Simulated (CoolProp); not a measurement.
Vapour-liquid equilibrium of benzene (1) + p-xylene (2) at 432.6 K; x and y are mole fractions of (1).

The numbers come from the multi-fluid Helmholtz-energy mixture model, Thol 2012 and Zhou 2012; pair parameters Bell 2016 in CoolProp.

```csv
x,bubble pressure (MPa),y at the bubble point,dew pressure at overall composition x (MPa),liquid density (mol/L)
0.05,0.1960,0.155,0.1796,6.983
0.15,0.2443,0.383,0.1951,7.172
0.25,0.2944,0.541,0.2136,7.370
0.35,0.3460,0.656,0.2359,7.576
0.45,0.3985,0.743,0.2634,7.791
0.55,0.4520,0.811,0.2980,8.017
0.65,0.5062,0.866,0.3429,8.252
0.75,0.5611,0.912,0.4035,8.500
0.85,0.6170,0.951,0.4888,8.760
0.95,0.6739,0.985,0.6156,9.035
```

No azeotrope shows between x = 0.05 and 0.95.

The pair parameters rest on a limited set of measurements; away from them the model extrapolates.
